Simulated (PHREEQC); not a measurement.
Consider water at 25 °C and 100 atm with 150 mmol/kgw CdSO4 and 0.29 mmol/kgw NaCl. Closed to the air; pH follows from the charge balance.

Model: ion-association model, phreeqc.dat, run in PHREEQC.

Each row changes one thing in this solution. This is a speciation only: nothing precipitates in the calculation.

```tsv
case	pH	ionic strength (mol/kgw)
as made	5.83	0.295
NaCl left out	5.83	0.295
temperature from 25 to 35 °C	…	0.291
CdSO4 from 0.15 to 0.165 mol/kgw	…	…
CdSO4 left out	6.98	…
```

### Question
Some entries are withheld; supply them.

### Answer

- temperature from 25 to 35 °C, pH: 5.72
- CdSO4 from 0.15 to 0.165 mol/kgw, pH: 5.81
- CdSO4 from 0.15 to 0.165 mol/kgw, ionic strength (mol/kgw): 0.321
- CdSO4 left out, ionic strength (mol/kgw): 0.000290

Species that the database lacks are ignored. Under pressure, the constants of complexes without a molar volume in the database are unreliable.
